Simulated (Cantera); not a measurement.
A Cantera script and its output.

```python
import numpy as np
import cantera as ct

gas = ct.Solution("gri30.yaml")
gas.TPX = 925, 4000, {'H2': 0.049, 'O2': 1, 'N2': 2.8}
reactor = ct.IdealGasConstPressureReactor(gas, energy="off", clone=False)
net = ct.ReactorNet([reactor])
net.rtol, net.atol = 1e-08, 1e-18
show = ['H2', 'O2', 'HO2', 'NO2', 'O']
times = np.geomspace(4e-05, 8, 9)

steps = ct.SolutionArray(gas, extra=["t"])
rows = []
print(f"{'t/s':>10s}{'T/K':>9s}{'P/Pa':>11s}" + "".join(f"{s:>11s}" for s in show))
for t in times:
    while net.time < t:
        t_next = net.step()
        steps.append(gas.state, t=t_next)
    rows.append([np.interp(t, steps.t, y) for y in (steps.T, steps.P, *steps(*show).X.T)])
    print(f"{t:10.3e}{rows[-1][0]:9.1f}{rows[-1][1]:11.4g}" + "".join(f"{x:11.3e}" for x in rows[-1][2:]))
rate = np.gradient(steps.T, steps.t)
print("integrator steps:", len(steps.t))
if steps.T.max() > steps.T[0] + 200:
    print(f"time of steepest temperature rise: {steps.t[rate.argmax()]:.4e} s")
gas.TPX = 925, 4000, {'H2': 0.049, 'O2': 1, 'N2': 2.8}
gas.equilibrate("TP")
print(f"equilibrium (TP): T = {gas.T:.1f} K  " + "  ".join(f"{s} {gas[s].X[0]:.3e}" for s in show))
```

Output:

```
       t/s      T/K       P/Pa         H2         O2        HO2        NO2          O
 4.000e-05    925.0       4000  1.273e-02  2.598e-01  4.212e-13  6.001e-40  2.736e-14
 1.839e-04    925.0       4000  1.273e-02  2.598e-01  1.979e-12  5.470e-37  4.931e-13
 8.459e-04    925.0       4000  1.273e-02  2.598e-01  9.964e-12  7.492e-34  8.444e-12
 3.890e-03    925.0       4000  1.273e-02  2.598e-01  2.248e-10  2.694e-29  1.092e-09
 1.789e-02    925.0       4000  3.170e-03  2.551e-01  6.687e-06  1.130e-12  1.680e-03
 8.226e-02    925.0       4000  6.232e-05  2.550e-01  1.308e-06  1.012e-10  6.510e-05
 3.783e-01    925.0       4000  6.977e-06  2.551e-01  2.295e-07  3.464e-10  5.097e-06
 1.740e+00    925.0       4000  5.059e-07  2.551e-01  2.821e-08  5.205e-10  4.238e-07
 8.000e+00    925.0       4000  1.435e-08  2.551e-01  2.909e-09  4.384e-10  4.091e-08
integrator steps: 1242
equilibrium (TP): T = 925.0 K  H2 9.975e-13  O2 2.551e-01  HO2 4.716e-11  NO2 2.852e-07  O 3.405e-11
```

Cantera simulation using GRI-Mech 3.0 (53 species, 325 reactions); the numbers are that mechanism's predictions, not measurements. Radical loss at walls, strong at low pressure, is not modelled. Below about 950 K walls govern HO2 and H2O2 in real vessels.
